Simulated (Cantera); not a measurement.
An adiabatic, constant-pressure homogeneous reactor starts with CH₄ : CO : O₂ : N₂ = 1 : 0.035 : 1.44 : 11.5 (molar parts), equivalence ratio 1.4, at 1325 K and 3150 Torr.

Computed with Cantera and GRI-Mech 3.0 (53 species, 325 reactions).

One state of this run: T (K) = 2243; x CH₄ = 3.12e-12; x CO = 0.0455; x O₂ = 4.98e-6; x HCO = 2.68e-8; x H₂ = 0.0338; x O = 3.88e-6; x CH₂CO = <1e-12. x: mole fraction; the columns are a selection and need not sum to one.

Problem. Which value of t (s) does it belong to?
A) 8.50e-6
B) 2.41e-5
C) 3.00e-6
D) 0.100

Solution. D, 0.100
